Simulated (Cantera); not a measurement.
Equilibrium for calcination and drying: CaCO3 + C + CO2

A closed system holds: 1 mol CaCO3, 0.0094 mol C, 1.3 mol CO2, held at 91.0 Pa.

Cantera equilibrium calculation (NASA polynomials, part measured and part estimated; ideal gas, pure solids and liquids). Candidate condensed phases: C, Ca, CaCO3, CaO; 15 gas species. Rates play no part.

```csv
T (°C),x CO2,x CO,x O2,n C(graphite),n CaCO3(calcite),n CaO(s)
277,0.991,0.00894,<1e-12,0.00356,1.00,0
377,0.986,0.0144,<1e-12,0,1.00,0
477,0.986,0.0144,<1e-12,0,1.00,0
577,0.992,0.00814,<1e-12,0,0,1.00
677,0.992,0.00814,<1e-12,0,0,1.00
777,0.992,0.00814,1.54e-12,0,0,1.00
877,0.992,0.00814,4.25e-10,0,0,1.00
977,0.992,0.00814,4.75e-8,0,0,1.00
```
x: gas mole fraction; n: condensed amount in mol.

At 277 °C the condensed part is C(graphite) + CaCO3(calcite). From 377 °C to 477 °C the condensed part is CaCO3(calcite). From 577 °C to 977 °C the condensed part is CaO(s).
